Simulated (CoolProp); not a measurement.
Values from CoolProp's reference Helmholtz-energy equation of state, Lemmon 2009.

Give the vapour pressure (bar), liquid density (kg/m³), vapour density (kg/m³), enthalpy of vaporisation (kJ/kg) of saturated propane at 327.6, 343.9 K.


```csv
T (K),p (bar),liquid density (kg/m³),vapour density (kg/m³),enthalpy of vaporisation (kJ/kg)
327.6,18.9,440,43.1,274
343.9,26.2,402,65.2,226
```
